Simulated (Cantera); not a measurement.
## Diamond growth

A diamond (100) surface in a fixed gas of H2 with x(CH4) = 0.0023, x(H) = 0.0023, x(CH3) = 5.2e-05, 57.8 Torr; coverages are run to steady state.

Computed with Cantera and the Harris–Goodwin 1993 mechanism for the reconstructed diamond (100) surface.

| T (K) | growth (µm/h) | θ c6HH | θ c6H* | θ c6*H | θ c6** | θ c6HM |
|---|---|---|---|---|---|---|
| 950 | 1.60 | 0.632 | 0.0139 | 0.329 | 0.00643 | 0.0147 |
| 1000 | 1.96 | 0.589 | 0.0180 | 0.368 | 0.00929 | 0.0114 |
| 1050 | 2.18 | 0.549 | 0.0226 | 0.404 | 0.0128 | 0.00832 |
| 1100 | 2.05 | 0.512 | 0.0275 | 0.435 | 0.0170 | 0.00527 |
| 1150 | 1.57 | 0.478 | 0.0327 | 0.463 | 0.0218 | 0.00271 |
| 1200 | 1.08 | 0.448 | 0.0379 | 0.485 | 0.0269 | 0.00117 |
| 1250 | 0.780 | 0.422 | 0.0431 | 0.502 | 0.0321 | 0.000458 |
| 1300 | 0.666 | 0.399 | 0.0483 | 0.515 | 0.0374 | 0.000175 |
| 1350 | 0.630 | 0.379 | 0.0532 | 0.525 | 0.0424 | 6.71e-5 |
| 1400 | 0.570 | 0.364 | 0.0580 | 0.531 | 0.0471 | 2.57e-5 |
θ: site fractions in the mechanism's names (c6HH fully hydrogenated, c6H* and c6*H radical sites, c6** diradical, c6HM methylated).
